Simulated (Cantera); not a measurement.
An isothermal, constant-pressure homogeneous reactor starts with CH4 : H2 = 1 : 45 (molar parts), at 1725 K and 45.0 Torr. Integrator tolerance rtol = 1e-08.

Detailed kinetics in Cantera: GRI-Mech 3.0 (53 species, 325 reactions). GRI-Mech 3.0 stops at C3 and has no aromatics, soot or wall deposition, so with more carbon than oxygen in the feed, carbon stays in small species such as C2H2 where larger ones or solid carbon would form.

| quantity | before | after |
|---|---|---|
| x(CH4) at 1.00 s | 0.00637 (gas-phase equilibrium 0.000618) | 0.00793 (gas-phase equilibrium 0.00784) |
| x(H2) at 1.00 s | 0.985 (gas-phase equilibrium 0.988) | 0.985 (gas-phase equilibrium 0.985) |
| x(CH3) at 1.00 s | 9.63e-5 (gas-phase equilibrium 9.61e-6) | 3.09e-5 (gas-phase equilibrium 3.05e-5) |
| x(C2H4) at 1.00 s | 2.09e-5 (gas-phase equilibrium 2.44e-5) | 0.000245 (gas-phase equilibrium 0.000247) |
| x(H) at 1.00 s | 0.000737 (gas-phase equilibrium 0.000759) | 0.000189 (gas-phase equilibrium 0.000189) |

Question: What was changed between the two runs?
(A) CH4 1 to 0.2 parts
(B) H2 45 to 7 parts
(C) pressure from 45.0 Torr to 0.960 bar
(D) pressure from 45.0 Torr to 1.20 Torr

Answer: C, pressure from 45.0 Torr to 0.960 bar
